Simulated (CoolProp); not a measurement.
A single-stage vapour-compression cycle with R236FA: evaporating at 300.15 K (dew point), condensing at 367.15 K (bubble point), superheat 8 K, subcooling 2 K, compressor efficiency 0.85, no pressure losses. Each further row changes one setting.

Computed with CoolProp (reference Helmholtz-energy equation of state, Pan 2012).

```
case                              cooling COP  pressure ratio  discharge temperature (K)  refrigerating effect (kJ/kg)  volumetric capacity (kJ/m³)
--------------------------------  -----------  --------------  -------------------------  ----------------------------  ---------------------------
as stated                                2.10            5.86                      367.1                          63.7                         1200
evaporating temperature 305.15 K         2.43            4.99                      367.5                             …                         1480
condensing temperature 362.15 K             …            5.26                      362.1                          71.2                            …
subcooling 7 K                              …            5.86                      367.1                          71.3                         1350
superheat 18 K                              …            5.86                          …                             …                         1310
compressor efficiency 0.75               1.85            5.86                      369.9                          63.7                         1200
```

### Question
Complete the blanks.

### Answer

- evaporating temperature 305.15 K, refrigerating effect (kJ/kg): 67.2
- condensing temperature 362.15 K, cooling COP: 2.47
- condensing temperature 362.15 K, volumetric capacity (kJ/m³): 1340
- subcooling 7 K, cooling COP: 2.35
- superheat 18 K, cooling COP: 2.25
- superheat 18 K, discharge temperature (K): 375.0
- superheat 18 K, refrigerating effect (kJ/kg): 72.7

The compression ends wet for: as stated; condensing temperature 362.15 K; subcooling 7 K.
